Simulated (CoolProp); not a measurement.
Diethyl ether at several states: Z from the reference equation and from simpler models built on Tc = 467.9 K, pc = 3717 kPa, ω = 0.282; each cubic takes its own stable root.

Values from CoolProp's reference Helmholtz-energy equation of state, Thol 2014.

```
T (K)  p (kPa)   phase  reference
-----  -------  ------  ---------
379.5     68.1     gas     0.9869
417.8      711     gas     0.8930
284.4      716  liquid    0.03099
516.9      540     gas     0.9646
466.9      347     gas     0.9673
419.1     35.6     gas     0.9952
```

Q: How far does each simpler model (van der Waals, Soave-Redlich-Kwong) lie from the reference over these 6 states: mean and median of the absolute difference, and the worst?

A: 
- van der Waals: mean 11.7 %, median 0.4 %, worst +66.3 % at 284.4 K and 716 kPa
- Soave-Redlich-Kwong: mean 1.7 %, median 0.0 %, worst +9.4 % at 284.4 K and 716 kPa
